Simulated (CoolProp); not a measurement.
A simple Rankine cycle with n-perfluoropentane: condensing at 294.15 K, boiler at 1.61 MPa, turbine inlet 448.2 K, turbine efficiency 0.6, pump efficiency 0.6, no recuperator. Each further row changes one setting.

Computed with CoolProp (reference Helmholtz-energy equation of state, Gao 2022).

```json
[
 {"case": "as stated", "thermal efficiency (%)": "8.7", "net work (kJ/kg)": "19.0", "heat in (kJ/kg)": "220", "turbine exit temperature (K)": "414.7", "volume ratio over the turbine": "26.5"},
 {"case": "turbine inlet 468.2 K", "thermal efficiency (%)": "8.4", "net work (kJ/kg)": "20.4", "heat in (kJ/kg)": "242", "turbine exit temperature (K)": "?", "volume ratio over the turbine": "?"},
 {"case": "condensing temperature 286.15 K", "thermal efficiency (%)": "9.3", "net work (kJ/kg)": "21.2", "heat in (kJ/kg)": "228", "turbine exit temperature (K)": "412.2", "volume ratio over the turbine": "36.6"},
 {"case": "boiler pressure 1.13 MPa", "thermal efficiency (%)": "7.9", "net work (kJ/kg)": "?", "heat in (kJ/kg)": "225", "turbine exit temperature (K)": "421.2", "volume ratio over the turbine": "17.0"},
 {"case": "turbine efficiency 0.5", "thermal efficiency (%)": "7.1", "net work (kJ/kg)": "15.6", "heat in (kJ/kg)": "220", "turbine exit temperature (K)": "418.2", "volume ratio over the turbine": "?"}
]
```

**Question.** Complete the blanks.

**Answer.** 
- turbine inlet 468.2 K, turbine exit temperature (K): 435.8
- turbine inlet 468.2 K, volume ratio over the turbine: 25.1
- boiler pressure 1.13 MPa, net work (kJ/kg): 17.8
- turbine efficiency 0.5, volume ratio over the turbine: 26.8
